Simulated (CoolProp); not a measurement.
A single-stage vapour-compression cycle with the fluid: evaporating at 230.15 K (dew point), condensing at 285.15 K (bubble point), superheat 10 K, subcooling 5 K, compressor efficiency 0.9, no pressure losses. The same conditions are run with several fluids, on thermodynamics alone (safety and materials aside).

The numbers come from the reference Helmholtz-energy equation of state of each fluid (propane: Lemmon 2009; propylene: Lemmon 2013; R115: Lemmon 2016; ethane: Bücker 2006; CH3F (R41): Lemmon 2006; dimethyl ether: Wu 2011) in CoolProp.

Task: Rank propane, propylene, R115, ethane, CH3F (R41), dimethyl ether by cooling COP, highest first.

Result: dimethyl ether (3.16), propane (3.09), propylene (3.07), R115 (2.89), CH3F (R41) (2.73), ethane (2.59)

```tsv
fluid	pressure ratio	discharge temperature (K)	refrigerating effect (kJ/kg)	volumetric capacity (kJ/m³)
propane	6.91	315.0	322	715
propylene	6.61	322.8	330	899
R115	7.42	292.7	84.2	574
ethane	4.49	326.3	279	3340
CH3F (R41)	5.44	362.9	327	3170
dimethyl ether	9.34	332.6	385	385
```
